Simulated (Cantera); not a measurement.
Feed: 1 mol Si, 0.0042 mol O₂, 70 mol N₂, held at 1 atm.

Equilibrium computed with Cantera from the NASA thermochemical tables; the gas is ideal and each condensed phase is pure. Candidate condensed phases: Si, SiO₂, Si₂N₂O, Si₃N₄; 16 gas species. N₂ is the only nitrogen source here; it is nearly inert below about 1500 K, so the nitride shown seldom forms there in practice. Mutual solubility and eutectic melting of coexisting phases are not modelled. Equilibrium is a limit: real reactors are often held back by kinetics, nucleation or transport. All values below are at 1498 K.

Base state: N₂ 1.00 (mole fractions); condensed: Si₂N₂O(s) + Si₃N₄(s).

Task: What changes in the equilibrium state with this change: Si replaced by SiC?

Result: 
```csv
species,before,after
N₂,1.00,1.000
CO,0,8.51e-5
"Si₂N₂O(s), mol",0.00840,0.00250
"Si₃N₄(s), mol",0.328,0.332
"C(graphite), mol",0,0.994
```
Further candidate phases: C, SiC.
